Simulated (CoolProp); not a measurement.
n-perfluorobutane along the isotherm 450 K: fugacity coefficient from the reference equation and from simpler models built on Tc = 386.3 K, pc = 23.22 bar, ω = 0.372; each cubic takes its own stable root.

The numbers come from the reference Helmholtz-energy equation of state, Gao 2022 in CoolProp.

| p (bar) | phase | reference |
|---|---|---|
| 0.316 | gas | 0.9975 |
| 0.599 | gas | 0.9953 |
| 1.14 | gas | 0.9910 |
| 2.15 | gas | 0.9830 |
| 4.08 | gas | 0.9679 |
| 7.74 | gas | 0.9394 |
| 14.7 | gas | 0.8859 |
| 27.8 | supercritical | 0.7889 |
| 52.7 | supercritical | 0.6300 |
| 100 | supercritical | 0.4803 |

Problem. How far does each simpler model (van der Waals, Redlich-Kwong, Soave-Redlich-Kwong, Peng-Robinson) lie from the reference over these 10 states: mean and median of the absolute difference, and the worst?

Solution. 
- van der Waals: mean 2.0 %, median 0.5 %, worst -8.5 % at 450 K and 52.7 bar
- Redlich-Kwong: mean 2.3 %, median 0.8 %, worst -7.7 % at 450 K and 100 bar
- Soave-Redlich-Kwong: mean 0.9 %, median 0.1 %, worst +6.0 % at 450 K and 100 bar
- Peng-Robinson: mean 1.4 %, median 0.9 %, worst -3.7 % at 450 K and 52.7 bar
